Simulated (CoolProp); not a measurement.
Saturation properties of R22.

Computed with CoolProp (reference Helmholtz-energy equation of state, Kamei 1995).

```json
[
 {"T (K)": "239.5", "p (MPa)": "0.1401", "liquid density (kg/m³)": "1388", "liquid cp (kJ/(kg K))": "1.099"},
 {"T (K)": "245.8", "p (MPa)": "0.1830", "liquid density (kg/m³)": "1369", "liquid cp (kJ/(kg K))": "1.109"},
 {"T (K)": "252.1", "p (MPa)": "0.2355", "liquid density (kg/m³)": "1350", "liquid cp (kJ/(kg K))": "1.121"},
 {"T (K)": "258.4", "p (MPa)": "0.2989", "liquid density (kg/m³)": "1330", "liquid cp (kJ/(kg K))": "1.133"},
 {"T (K)": "264.6", "p (MPa)": "0.3733", "liquid density (kg/m³)": "1310", "liquid cp (kJ/(kg K))": "___"},
 {"T (K)": "270.9", "p (MPa)": "0.4625", "liquid density (kg/m³)": "1289", "liquid cp (kJ/(kg K))": "1.163"},
 {"T (K)": "277.2", "p (MPa)": "0.5669", "liquid density (kg/m³)": "1268", "liquid cp (kJ/(kg K))": "1.181"},
 {"T (K)": "283.5", "p (MPa)": "___", "liquid density (kg/m³)": "1245", "liquid cp (kJ/(kg K))": "1.200"},
 {"T (K)": "289.7", "p (MPa)": "0.8254", "liquid density (kg/m³)": "1223", "liquid cp (kJ/(kg K))": "1.222"},
 {"T (K)": "296", "p (MPa)": "0.9847", "liquid density (kg/m³)": "1199", "liquid cp (kJ/(kg K))": "1.247"},
 {"T (K)": "302.3", "p (MPa)": "___", "liquid density (kg/m³)": "1174", "liquid cp (kJ/(kg K))": "1.276"},
 {"T (K)": "308.6", "p (MPa)": "1.370", "liquid density (kg/m³)": "___", "liquid cp (kJ/(kg K))": "1.310"},
 {"T (K)": "314.8", "p (MPa)": "1.596", "liquid density (kg/m³)": "1121", "liquid cp (kJ/(kg K))": "1.350"}
]
```

**Question.** What belongs in the gaps?

**Answer.** 
- 264.6, liquid cp (kJ/(kg K)): 1.147
- 283.5, p (MPa): 0.6881
- 302.3, p (MPa): 1.166
- 308.6, liquid density (kg/m³): 1148

It boils at 232.3 K under 1 atm.
